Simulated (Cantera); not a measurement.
A closed system holds: 1 mol PbO, 0.48 mol H2, 2.1 mol CO, equilibrated at 1 atm.

Cantera equilibrium calculation (NASA polynomials, part measured and part estimated; ideal gas, pure solids and liquids). Candidate condensed phases: C, C6H6, C7H8, C8H18, H2O, Pb, PbO, PbO2, Pb3O4; 113 gas species. Gases not in the tables: (PbO)n polymers. Rates play no part.

x: gas mole fraction; n: condensed amount in mol.

```csv
T (K),x CO2,x CO,x H2O,x H2,x Pb,x CH4,n C(graphite),n Pb(l)
773,0.704,0.0533,0.168,0.0654,2.28e-8,?,0.642,1.00
873,0.561,0.221,0.104,0.109,6.28e-7,?,0.413,1.000
973,0.335,0.480,0.0554,0.128,8.63e-6,?,0,1.000
1073,0.318,0.495,0.0692,0.117,7.21e-5,?,0,1.000
1173,0.307,0.507,0.0809,0.105,0.000416,?,0,0.999
1273,0.296,0.516,0.0905,0.0952,0.00181,?,0,0.995
1373,0.287,0.522,0.0982,0.0867,0.00633,?,0,0.984
1473,0.277,0.522,0.104,0.0790,0.0186,?,0,0.951
1573,0.263,0.512,0.106,0.0713,0.0474,?,0,0.871
1673,0.242,0.484,0.103,0.0625,0.108,?,0,0.687
```

Question: Fill in the missing entries.

Answer: 
- 773, x CH4: 0.00918
- 873, x CH4: 0.00542
- 973, x CH4: 0.00150
- 1073, x CH4: 6.97e-5
- 1173, x CH4: 5.16e-6
- 1273, x CH4: 5.65e-7
- 1373, x CH4: 8.38e-8
- 1473, x CH4: 1.57e-8
- 1573, x CH4: 3.43e-9
- 1673, x CH4: 8.01e-10
